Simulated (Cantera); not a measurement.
A perfectly stirred reactor is fed with H2 : O2 : N2 : NO = 1 : 0.5 : 1.88 : 0.0034 (molar parts), at 5.00 bar; it is adiabatic with a 575 K inlet, and is followed from long to short residence time, starting on the burning branch (τ in s: 0.43, 0.15, 0.052, 0.018, 0.0065, 0.0023, 0.0008, 0.00028, 9.8e-05, 3.5e-05, 1.2e-05, 4.3e-06).

Cantera simulation using GRI-Mech 3.0 (53 species, 325 reactions); the numbers are that mechanism's predictions, not measurements. The hydrogen kinetics of GRI-Mech 3.0 are dated; newer H2 mechanisms differ, most at raised pressure. The mechanism lacks 2 NO + O2 → 2 NO2 and HONO, so NO2 and the effect of NO are under-described below about 1400 K.

Q: What does this change do: inlet temperature 575 to 725 K?

A: 
```json
[
 {"quantity": "blow-out, bracketed by the residence times tried", "before": "burning at 4.30 µs, the shortest tried", "after": "burning at 4.30 µs, the shortest tried"},
 {"quantity": "x(H2) at τ = 0.430 s", "before": "0.0171", "after": "0.0213"},
 {"quantity": "x(O2) at τ = 0.430 s", "before": "0.00525", "after": "0.00633"},
 {"quantity": "x(NO) at τ = 0.430 s", "before": "0.00375", "after": "0.00465"},
 {"quantity": "x(N2O) at τ = 0.430 s", "before": "4.22e-7", "after": "5.23e-7"},
 {"quantity": "x(O) at τ = 0.430 s", "before": "0.000688", "after": "0.00106"},
 {"quantity": "x(H2) at τ = 0.800 ms", "before": "0.0206", "after": "0.0236"},
 {"quantity": "x(O2) at τ = 0.800 ms", "before": "0.00750", "after": "0.00814"},
 {"quantity": "x(NO) at τ = 0.800 ms", "before": "0.00199", "after": "0.00269"},
 {"quantity": "x(N2O) at τ = 0.800 ms", "before": "3.81e-7", "after": "4.60e-7"},
 {"quantity": "x(O) at τ = 0.800 ms", "before": "0.00109", "after": "0.00143"}
]
```

Q: What does this change do: pressure from 5.00 bar to 1.00 bar?

A: 
```json
[
 {"quantity": "blow-out, bracketed by the residence times tried", "before": "burning at 4.30 µs, the shortest tried", "after": "burning at 12.0 µs, out at 4.30 µs"},
 {"quantity": "x(H2) at τ = 0.430 s", "before": "0.0171", "after": "0.0229"},
 {"quantity": "x(O2) at τ = 0.430 s", "before": "0.00525", "after": "0.00749"},
 {"quantity": "x(NO) at τ = 0.430 s", "before": "0.00375", "after": "0.00395"},
 {"quantity": "x(N2O) at τ = 0.430 s", "before": "4.22e-7", "after": "1.99e-7"},
 {"quantity": "x(O) at τ = 0.430 s", "before": "0.000688", "after": "0.00135"},
 {"quantity": "x(H2) at τ = 0.800 ms", "before": "0.0206", "after": "0.0380"},
 {"quantity": "x(O2) at τ = 0.800 ms", "before": "0.00750", "after": "0.0159"},
 {"quantity": "x(NO) at τ = 0.800 ms", "before": "0.00199", "after": "0.00135"},
 {"quantity": "x(N2O) at τ = 0.800 ms", "before": "3.81e-7", "after": "8.85e-8"},
 {"quantity": "x(O) at τ = 0.800 ms", "before": "0.00109", "after": "0.00489"}
]
```
